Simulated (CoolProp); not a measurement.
A simple Rankine cycle with R115: condensing at 294.15 K, boiler at 1.92 MPa, turbine inlet 369.8 K, turbine efficiency 0.85, pump efficiency 0.6, no recuperator. Each further row changes one setting.

Values from CoolProp's reference Helmholtz-energy equation of state, Lemmon 2016.

```csv
case,thermal efficiency (%),net work (kJ/kg),heat in (kJ/kg),turbine exit temperature (K),volume ratio over the turbine
as stated,7.1,10.5,149,344.7,2.49
turbine inlet 389.8 K,7.0,11.6,167,365.6,2.43
condensing temperature 286.15 K,8.6,13.5,157,339.2,3.11
boiler pressure 1.34 MPa,4.3,6.70,154,356.3,1.67
turbine efficiency 0.75,6.1,9.11,149,346.4,2.50
```
